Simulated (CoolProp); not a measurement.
The fluid at 492.24 K and 0.335 MPa (gas) is heated at constant pressure to 594.9 K. The same conditions are run with several fluids, on thermodynamics alone (safety and materials aside).

Computed with CoolProp (reference Helmholtz-energy equation of state of each fluid (n-pentane: Thol 2019; normal hydrogen: Leachman 2009; hexamethyldisiloxane (MM): Thol 2016)).

| fluid | heat (kJ/kg) | final density (kg/m³) |
|---|---|---|
| n-pentane | 279 | 4.96 |
| normal hydrogen | 1490 | 0.136 |
| hexamethyldisiloxane (MM) | 219 | 11.4 |
